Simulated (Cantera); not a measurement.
Gas mixture: O2 = 0.79 (molar parts), at 101000 Pa, frozen composition.

Cantera's kinetic-theory transport with the Lennard-Jones parameters of GRI-Mech 3.0, ideal gas; thermal conductivity in the multicomponent form.

One state of this run: ρ (kg/m³) = 0.557; cp (J/kg/K) = 1031; μ (µPa s) = 37.8; λ (mW/m/K) = 54.9; Pr = 0.710; D (cm²/s) CH4 = 0.988; D (cm²/s) CO2 = 0.706; D (cm²/s) H2O = 1.13. D: mixture-averaged diffusion coefficient of that species in the mixture.

### Question
Which value of T (K) does it belong to?
A. 700
B. 850
C. 550
D. 1450

### Answer
A, 700
